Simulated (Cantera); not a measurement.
What does this Cantera script print?

```python
import numpy as np
import cantera as ct

gas_names = [...]  # 118 gases of nasa_gas.yaml made of C, Cl, F, H
cond_names = """
    C(gr) C6H6(L) C7H8(L) C8H18(L),n-octa
""".split()


# ... load() reads the species with a 1 bar reference pressure and builds the phases ...
atoms = {
    'CHF3': {'C': 1, 'H': 1, 'F': 3},
    'HCl': {'H': 1, 'CL': 1},
    'H2': {'H': 2},
}
top_T = {'C(gr)': 4500}  # K; cautious upper limits of use, not melting points


# ... equilibrate(T, P, feed) seeds the gas with the atoms and calls Mixture.equilibrate('TP', solver="vcs", rtol=1e-11, max_steps=5000) ...
results = []
feed = {'CHF3': 1, 'HCl': 0.01, 'H2': 0.88}  # mol
P = 10000  # Pa
for T in [1973, 2048, 2123, 2198, 2273, 2348, 2423, 2498]:
    mix = equilibrate(T, P, feed)
    results.append((T, P, feed, dict(zip(mix.species_names, mix.species_moles))))

top = {s: max(r[3][s] / sum(r[3][g] for g in gas_names) for r in results) for s in gas_names}
cols = sorted((s for s in top if top[s] > 0.0001), key=lambda s: -top[s])[:6]
seen = [c for c in cond_names if any(r[3].get(c, 0) > 1e-12 for r in results)]
print("log10 of partial pressures in bar; condensed amounts in mol")
print(f"{'T/K':>10s}" + "".join(f"{s[:9]:>10s}" for s in cols + seen))
for T, P, feed, n in results:
    ng = sum(n[g] for g in gas_names)
    print(f"{T:10.4g}" + "".join(f"{np.log10(max(n[s] / ng * P / 1e5, 1e-99)):10.3f}" for s in cols)
          + "".join(f"{n.get(c, 0):10.4g}" for c in seen))
```

Result:

```
log10 of partial pressures in bar; condensed amounts in mol
       T/K        HF         F       CF2       CF4        CL        CF     C(gr)
      1973    -1.012    -3.747    -3.425    -2.747    -3.558    -6.139    0.9377
      2048    -1.013    -3.453    -3.184    -2.799    -3.530    -5.686     0.935
      2123    -1.015    -3.189    -2.980    -2.887    -3.513    -5.275    0.9314
      2198    -1.018    -2.959    -2.822    -3.030    -3.503    -4.908    0.9278
      2273    -1.021    -2.766    -2.719    -3.253    -3.498    -4.587     0.926
      2348    -1.023    -2.612    -2.678    -3.571    -3.497    -4.315     0.928
      2423    -1.026    -2.495    -2.692    -3.975    -3.498    -4.087    0.9338
      2498    -1.028    -2.405    -2.748    -4.438    -3.500    -3.894    0.9417
```

Method: chemical equilibrium by Gibbs-energy minimisation in Cantera with the NASA 1993 tables (ideal gas, pure condensed phases). Gases not in the tables: C2F6 and larger saturated fluorocarbons.
